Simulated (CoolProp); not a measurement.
Vapour-liquid equilibrium of dimethyl ether (1) + n-pentane (2) at 260.5 K; x and y are mole fractions of (1).

Values from CoolProp's multi-fluid Helmholtz-energy mixture model, Wu 2011 and Thol 2019; pair parameters Bell 2016.

**Question.** Give the bubble pressure and the first vapour's composition at x = 0.25, 0.65, 0.85. Is there an azeotrope?

**Answer.** x = 0.25: 0.05639 MPa, y = 0.832; x = 0.65: 0.1304 MPa, y = 0.961; x = 0.85: 0.1497 MPa, y = 0.979. No azeotrope shows between x = 0.05 and 0.95.

The pair parameters rest on a limited set of measurements; away from them the model extrapolates. The gap from Raoult's law changes sign with composition, which may be real or a fault of the pair parameters; it wasn't checked against measurements.
